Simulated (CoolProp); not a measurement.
Vapour-liquid equilibrium of R113 (1) + ethanol (2) at 400.9 K; x and y are mole fractions of (1).

Computed with CoolProp (multi-fluid Helmholtz-energy mixture model, Marx 1992 and Schroeder 2014; pair parameters Bell 2016).

| x | bubble pressure, mixture model (MPa) | bubble pressure, Raoult's law (MPa) | y, mixture model | y, Raoult's law |
|---|---|---|---|---|
| 0.05 | 0.6885 | 0.5506 | 0.234 | 0.073 |
| 0.125 | 0.8350 | 0.5701 | 0.391 | 0.175 |
| 0.2 | 0.9177 | 0.5897 | 0.465 | 0.271 |
| 0.275 | 0.9634 | 0.6093 | 0.506 | 0.360 |
| 0.35 | 0.9892 | 0.6288 | 0.533 | 0.444 |
| 0.425 | 1.005 | 0.6484 | 0.554 | 0.523 |
| 0.5 | 1.014 | 0.6679 | 0.573 | 0.598 |
| 0.575 | 1.020 | 0.6875 | 0.595 | 0.668 |
| 0.65 | 1.019 | 0.7071 | 0.623 | 0.734 |
| 0.725 | 1.009 | 0.7266 | 0.660 | 0.797 |
| 0.8 | 0.9856 | 0.7462 | 0.710 | 0.856 |
| 0.875 | 0.9417 | 0.7658 | 0.783 | 0.912 |
| 0.95 | 0.8686 | 0.7853 | 0.892 | 0.966 |

The largest gap from Raoult's law is +58.1 % in bubble pressure, at x = 0.275. y crosses x between x = 0.575 and 0.65: the model has an azeotrope there.

The pair parameters rest on a limited set of measurements; away from them the model extrapolates. With so large a gap from Raoult's law the liquid may split in two, which this calculation doesn't test in full.
